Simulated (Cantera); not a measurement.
Input (Python, Cantera) and output of one run.

```python
import numpy as np
import cantera as ct

gas_names = """
    Ca CaO CaOH CaO2H2 Ca2 H HO2 H2 H2O H2O2 O OH O2 O3
""".split()
cond_names = """
    Ca(a) Ca(b) Ca(L) CaO(s) CaO(L) CaO2H2(s) H2O(s) H2O(L)
""".split()


def load(file, names, dense=False):
    # The tables refer to 1 bar. Condensed volumes are neglected.
    table = {s.name: s for s in ct.Species.list_from_file(file)}
    out = []
    for n in names:
        d = dict(table[n].input_data)
        d["thermo"] = dict(d["thermo"], **{"reference-pressure": 1e5})
        if dense:
            d["equation-of-state"] = {"model": "constant-volume", "density": "1e6 g/cm^3"}
        out.append(ct.Species.from_dict(d))
    return out


gas = ct.Solution(thermo="ideal-gas", species=load("nasa_gas.yaml", gas_names))
cond = {s.name: ct.Solution(thermo="fixed-stoichiometry", species=[s], name=s.name)
        for s in load("nasa_condensed.yaml", cond_names, dense=True)}
atoms = {
    'Ca(OH)2': {'Ca': 1, 'O': 2, 'H': 2},
    'H2': {'H': 2},
    'H2O': {'H': 2, 'O': 1},
}
top_T = {}  # K; cautious upper limits of use, not melting points


def equilibrate(T, P, feed):
    n = {}
    for name, mol in feed.items():
        for a, k in atoms[name].items():
            n[a] = n.get(a, 0.0) + k * mol
    gas.TPX = T, P, n
    mass = sum(n.values()) * gas.mean_molecular_weight
    gas.equilibrate("TP")
    valid = [c for c in cond.values() if c.min_temp <= T <= top_T.get(c.name, c.max_temp)]
    mix = ct.Mixture([(gas, mass / gas.mean_molecular_weight)] + [(c, 0.0) for c in valid])
    mix.T, mix.P = T, P
    mix.equilibrate("TP", solver="vcs", rtol=1e-11, max_steps=5000)
    return mix


results = []
feed = {'Ca(OH)2': 1, 'H2': 0.043, 'H2O': 0.1}  # mol
P = 92  # Pa
for T in [1073, 1148, 1223, 1298, 1373, 1448, 1523, 1598, 1673, 1748, 1823, 1898, 1973]:
    mix = equilibrate(T, P, feed)
    results.append((T, P, feed, dict(zip(mix.species_names, mix.species_moles))))
    x = sorted(zip(gas.X, gas.species_names), reverse=True)
    print(f"T = {T:g} K  P = {P:g} Pa  gas = {mix.phase_moles(0):.4g} mol")
    print("   x: " + "  ".join(f"{s} {v:.3e}" for v, s in x if v > 0.001))
    print("   condensed (mol): " + ("  ".join(f"{mix.phase(i).name} {mix.phase_moles(i):.4g}"
          for i in range(1, mix.n_phases) if mix.phase_moles(i) > 1e-12) or "none"))
```

Result:

```
T = 1073 K  P = 92 Pa  gas = 1.143 mol
   x: H2O 9.624e-01  H2 3.762e-02
   condensed (mol): CaO(s) 1
T = 1148 K  P = 92 Pa  gas = 1.143 mol
   x: H2O 9.624e-01  H2 3.762e-02
   condensed (mol): CaO(s) 1
T = 1223 K  P = 92 Pa  gas = 1.143 mol
   x: H2O 9.624e-01  H2 3.762e-02
   condensed (mol): CaO(s) 1
T = 1298 K  P = 92 Pa  gas = 1.143 mol
   x: H2O 9.624e-01  H2 3.762e-02
   condensed (mol): CaO(s) 1
T = 1373 K  P = 92 Pa  gas = 1.143 mol
   x: H2O 9.624e-01  H2 3.761e-02
   condensed (mol): CaO(s) 1
T = 1448 K  P = 92 Pa  gas = 1.143 mol
   x: H2O 9.623e-01  H2 3.761e-02
   condensed (mol): CaO(s) 1
T = 1523 K  P = 92 Pa  gas = 1.143 mol
   x: H2O 9.621e-01  H2 3.761e-02
   condensed (mol): CaO(s) 1
T = 1598 K  P = 92 Pa  gas = 1.143 mol
   x: H2O 9.616e-01  H2 3.767e-02
   condensed (mol): CaO(s) 1
T = 1673 K  P = 92 Pa  gas = 1.144 mol
   x: H2O 9.602e-01  H2 3.799e-02
   condensed (mol): CaO(s) 1
T = 1748 K  P = 92 Pa  gas = 1.146 mol
   x: H2O 9.563e-01  H2 3.928e-02  OH 2.121e-03  H 1.493e-03
   condensed (mol): CaO(s) 1
T = 1823 K  P = 92 Pa  gas = 1.15 mol
   x: H2O 9.468e-01  H2 4.306e-02  OH 4.536e-03  H 2.964e-03  O2 2.328e-03
   condensed (mol): CaO(s) 1
T = 1898 K  P = 92 Pa  gas = 1.159 mol
   x: H2O 9.278e-01  H2 5.104e-02  OH 8.658e-03  O2 5.893e-03  H 5.822e-03
   condensed (mol): CaO(s) 0.9999
T = 1973 K  P = 92 Pa  gas = 1.175 mol
   x: H2O 8.961e-01  H2 6.391e-02  OH 1.497e-02  O2 1.176e-02  H 1.125e-02  O 1.939e-03
   condensed (mol): CaO(s) 0.9999
```

Equilibrium computed with Cantera from the NASA thermochemical tables; the gas is ideal and each condensed phase is pure.
